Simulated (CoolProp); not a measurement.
n-octane along the isotherm 69.45 °C: fugacity coefficient from the reference equation and from simpler models built on Tc = 295.6 °C, pc = 2.484 MPa, ω = 0.398; each cubic takes its own stable root.

The numbers come from the reference Helmholtz-energy equation of state, Beckmüller 2019 in CoolProp.

```json
[
 {"p (MPa)": "0.0785", "phase": "liquid", "reference": "0.1957", "van der Waals": "0.9698", "Redlich-Kwong": "0.6568", "Soave-Redlich-Kwong": "0.1935", "Peng-Robinson": "0.1997"},
 {"p (MPa)": "0.127", "phase": "liquid", "reference": "0.1213", "van der Waals": "0.9512", "Redlich-Kwong": "0.4074", "Soave-Redlich-Kwong": "0.1200", "Peng-Robinson": "0.1238"},
 {"p (MPa)": "0.205", "phase": "liquid", "reference": "0.07552", "van der Waals": "0.9211", "Redlich-Kwong": "0.2539", "Soave-Redlich-Kwong": "0.07474", "Peng-Robinson": "0.07706"},
 {"p (MPa)": "0.331", "phase": "liquid", "reference": "0.04713", "van der Waals": "0.6176", "Redlich-Kwong": "0.1587", "Soave-Redlich-Kwong": "0.04670", "Peng-Robinson": "0.04810"},
 {"p (MPa)": "0.535", "phase": "liquid", "reference": "0.02952", "van der Waals": "0.3906", "Redlich-Kwong": "0.09966", "Soave-Redlich-Kwong": "0.02931", "Peng-Robinson": "0.03014"},
 {"p (MPa)": "0.864", "phase": "liquid", "reference": "0.01865", "van der Waals": "0.2506", "Redlich-Kwong": "0.06323", "Soave-Redlich-Kwong": "0.01857", "Peng-Robinson": "0.01905"},
 {"p (MPa)": "1.4", "phase": "liquid", "reference": "0.01189", "van der Waals": "0.1639", "Redlich-Kwong": "0.04058", "Soave-Redlich-Kwong": "0.01190", "Peng-Robinson": "0.01215"},
 {"p (MPa)": "2.26", "phase": "liquid", "reference": "0.007757", "van der Waals": "0.1113", "Redlich-Kwong": "0.02677", "Soave-Redlich-Kwong": "0.007828", "Peng-Robinson": "0.007942"},
 {"p (MPa)": "3.65", "phase": "liquid", "reference": "0.005223", "van der Waals": "0.07984", "Redlich-Kwong": "0.01834", "Soave-Redlich-Kwong": "0.005340", "Peng-Robinson": "0.005359"},
 {"p (MPa)": "5.89", "phase": "liquid", "reference": "0.003703", "van der Waals": "0.06254", "Redlich-Kwong": "0.01336", "Soave-Redlich-Kwong": "0.003865", "Peng-Robinson": "0.003812"},
 {"p (MPa)": "9.52", "phase": "liquid", "reference": "0.002846", "van der Waals": "0.05619", "Redlich-Kwong": "0.01072", "Soave-Redlich-Kwong": "0.003070", "Peng-Robinson": "0.002946"},
 {"p (MPa)": "15.4", "phase": "liquid", "reference": "0.002494", "van der Waals": "0.06276", "Redlich-Kwong": "0.01002", "Soave-Redlich-Kwong": "0.002834", "Peng-Robinson": "0.002603"},
 {"p (MPa)": "24.8", "phase": "liquid", "reference": "0.002690", "van der Waals": "0.09805", "Redlich-Kwong": "0.01191", "Soave-Redlich-Kwong": "0.003312", "Peng-Robinson": "0.002842"}
]
```

At some of these states van der Waals gives the other phase, because its saturation line lies elsewhere.
